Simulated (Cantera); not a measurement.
Input: 1 mol Si₂H₆, 1.9 mol HCl, 69 mol H₂, at 923 K and 2700 Pa.

Method: chemical equilibrium by Gibbs-energy minimisation in Cantera with the NASA 1993 tables (ideal gas, pure condensed phases). Candidate condensed phases: Si; 19 gas species. The feed counts by its element totals alone. The tables' values for SiCl₃ are old estimates; treat these amounts as uncertain. Kinetics and transport are ignored.

Base state: H₂ 0.988, HCl 0.00625, SiCl₄ 0.00335, SiHCl₃ 0.00189, SiH₂Cl₂ 0.000104, SiCl₃ 6.87e-5, SiCl₂ 5.68e-5 (mole fractions); condensed: Si(s).

Question: What changes in the equilibrium state with this change: H₂ from 69 to 480 mol?

Answer: 
```csv
species,before,after
H₂,0.988,0.997
HCl,0.00625,0.00280
SiHCl₃,0.00189,0.000168
SiCl₄,0.00335,0.000133
SiCl₃,6.87e-5,6.10e-6
SiCl₂,5.68e-5,1.13e-5
SiH₂Cl₂,0.000104,2.09e-5
"Si(s), mol",1.60,1.84
```

Question: What changes in the equilibrium state with this change: Si₂H₆ replaced by SiH₄?

Answer: 
```tsv
species	before	after
H₂	0.988	0.988
HCl	0.00625	0.00628
SiCl₄	0.00335	0.00341
SiCl₃	6.87e-5	6.97e-5
SiHCl₃	0.00189	0.00191
Si(s), mol	1.60	0.597
```

Question: What changes in the equilibrium state with this change: pressure from 2700 Pa to 100000 Pa?

Answer: 
```csv
species,before,after
H₂,0.988,0.990
SiHCl₃,0.00189,0.00390
SiCl₄,0.00335,0.00264
HCl,0.00625,0.00239
SiH₃Cl,1.42e-6,2.02e-5
SiCl₂,5.68e-5,8.28e-6
"Si(s), mol",1.60,1.47
```
